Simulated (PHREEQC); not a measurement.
## Spent oxide etchant: speciation

A solution holds 2.6 mmol/kgw HF, 0.96 mmol/kgw H2SiF6 and 0.053 mmol/kgw HBF4, at 25 °C. Closed to the air; pH follows from the charge balance.

Model: ion-association model, phreeqc.dat, run in PHREEQC.

| Property | Result |
|---|---|
| pH | 2.62 |
| ionic strength | 0.00337 mol/kgw |
| total alkalinity | -8.57 meq/kg |

```tsv
species	molality	activity	log γ
HF	0.00255	0.00255	0.000
H+	0.00251	0.00237	-0.025
SiF6-2	0.000858	0.000669	-0.108
F-	0.000765	0.000718	-0.028
H4SiO4	0.000102	0.000102	0.000
H3BO3	2.82e-5	2.82e-5	0.000
BF4-	2.03e-5	1.90e-5	-0.027
```

This is a speciation only: nothing precipitates in the calculation. SiF6-2 is the database's only silicon fluoride. Real BF4- forms and hydrolyses slowly; the run takes it at equilibrium.
